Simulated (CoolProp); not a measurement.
Properties of R134a along the isobar 0.101 MPa.

Model: reference Helmholtz-energy equation of state, Tillner-Roth 1994, in CoolProp.

```csv
T (K),phase,speed of sound (m/s),Joule-Thomson coefficient (K/MPa),isothermal compressibility (1/MPa),expansivity (1/kK),fugacity coefficient
271,gas,153.5,30.74,(withheld),4.125,0.9714
284.5,gas,157.6,25.60,10.15,3.849,0.9761
298,gas,161.5,21.67,10.11,3.618,0.9799
311.5,gas,165.2,(withheld),10.08,3.421,0.9829
325,gas,(withheld),16.06,10.05,3.248,0.9853
338.5,gas,172.4,14.02,10.03,3.095,0.9873
352,gas,175.8,12.32,10.01,2.957,0.9890
365.5,gas,179.1,10.90,9.998,2.834,0.9904
379,gas,(withheld),(withheld),9.986,2.721,0.9916
392.5,gas,185.6,8.688,9.976,2.618,0.9926
406,gas,188.7,7.815,9.967,2.523,0.9935
419.5,gas,191.7,7.063,9.959,2.436,0.9942
433,gas,194.7,6.409,9.952,2.355,0.9949
```

Q: Fill in the missing entries.

A: 
- 271, isothermal compressibility (1/MPa): 10.21
- 311.5, Joule-Thomson coefficient (K/MPa): 18.57
- 325, speed of sound (m/s): 168.9
- 379, speed of sound (m/s): 182.4
- 379, Joule-Thomson coefficient (K/MPa): 9.706
